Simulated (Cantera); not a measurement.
An adiabatic, constant-volume homogeneous reactor starts with CH4 : O2 : N2 = 1 : 1.67 : 6.5 (molar parts), at 1623 K and 1000000 Pa. Integrator tolerance rtol = 1e-08.

Cantera simulation using GRI-Mech 3.0 (53 species, 325 reactions); the numbers are that mechanism's predictions, not measurements. Above 3000 K some thermodynamic fits are extrapolated.

### Question
What does this change do: initial temperature 1623 to 1475 K?

### Answer
```
quantity                                                              before                                      after
---------------------------------  -----------------------------------------  -----------------------------------------
time of steepest temperature rise                                    63.6 µs                                   0.248 ms
temperature at 5.00 s                                                 3170 K                                     3115 K
equilibrium temperature                                               3170 K                                     3115 K
x(CH4) at 5.00 s                   2.37e-12 (gas-phase equilibrium 2.86e-12)  2.39e-12 (gas-phase equilibrium 2.87e-12)
x(O2) at 5.00 s                      0.00636 (gas-phase equilibrium 0.00636)    0.00518 (gas-phase equilibrium 0.00518)
x(C2H6) at 5.00 s                      <1e-12 (gas-phase equilibrium <1e-12)      <1e-12 (gas-phase equilibrium <1e-12)
x(NO2) at 5.00 s                     3.80e-6 (gas-phase equilibrium 3.80e-6)    3.14e-6 (gas-phase equilibrium 3.14e-6)
x(HCO) at 5.00 s                     8.94e-7 (gas-phase equilibrium 8.94e-7)    7.78e-7 (gas-phase equilibrium 7.78e-7)
x(O) at 5.00 s                       0.00346 (gas-phase equilibrium 0.00346)    0.00253 (gas-phase equilibrium 0.00253)
x(N2O) at 5.00 s                     2.22e-6 (gas-phase equilibrium 2.22e-6)    1.96e-6 (gas-phase equilibrium 1.96e-6)
```

### Question
What does this change do: O2 1.67 to 0.58 parts?

### Answer
```tsv
quantity	before	after
time of steepest temperature rise	63.6 µs	0.266 ms
temperature at 5.00 s	3170 K	1955 K
equilibrium temperature	3170 K	1955 K
x(CH4) at 5.00 s	2.37e-12 (gas-phase equilibrium 2.86e-12)	6.13e-7 (gas-phase equilibrium 6.83e-7)
x(O2) at 5.00 s	0.00636 (gas-phase equilibrium 0.00636)	1.76e-11 (gas-phase equilibrium 1.76e-11)
x(C2H6) at 5.00 s	<1e-12 (gas-phase equilibrium <1e-12)	<1e-12 (gas-phase equilibrium <1e-12)
x(NO2) at 5.00 s	3.80e-6 (gas-phase equilibrium 3.80e-6)	<1e-12 (gas-phase equilibrium <1e-12)
x(HCO) at 5.00 s	8.94e-7 (gas-phase equilibrium 8.94e-7)	8.13e-8 (gas-phase equilibrium 8.13e-8)
x(O) at 5.00 s	0.00346 (gas-phase equilibrium 0.00346)	5.26e-10 (gas-phase equilibrium 5.26e-10)
x(N2O) at 5.00 s	2.22e-6 (gas-phase equilibrium 2.22e-6)	1.19e-11 (gas-phase equilibrium 1.14e-11)
```
